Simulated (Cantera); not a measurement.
An isothermal, constant-pressure homogeneous reactor starts with 54.6 % CH₄, 36.6 % CO₂, 8.74 % H₂O, at 1550 K and 13000 Pa.

Model: GRI-Mech 3.0 (53 species, 325 reactions), integrated in Cantera.

x: mole fraction; the columns are a selection and need not sum to one.

```
t (s)      x CH₄   x CO₂     x H₂      x CO    x CH₂O
--------  ------  ------  -------  --------  --------
3.00e-6    0.546   0.366  3.63e-7   3.03e-9    <1e-12
1.26e-5    0.546   0.366  1.82e-6   1.52e-8  1.38e-12
5.27e-5    0.546   0.366        …         …  5.51e-11
0.000221   0.546   0.366  3.38e-5   2.85e-7   3.14e-9
0.000924   0.546   0.366        …         …         …
0.00387    0.544   0.366  0.00119   1.74e-5   4.16e-6
0.0162     0.529   0.363   0.0129  0.000337   1.67e-5
0.0680     0.450   0.342   0.0837   0.00472   1.22e-5
0.285      0.292   0.270    0.210    0.0384   5.39e-6
1.19       0.107   0.112    0.287     0.159   1.67e-6
5.00      0.0313  0.0439    0.371     0.246   3.36e-7
```

Task: Some entries are withheld; supply them.

Result: 
- 5.27e-5, x H₂: 7.92e-6
- 5.27e-5, x CO: 6.61e-8
- 0.000924, x H₂: 0.000160
- 0.000924, x CO: 1.52e-6
- 0.000924, x CH₂O: 1.82e-7
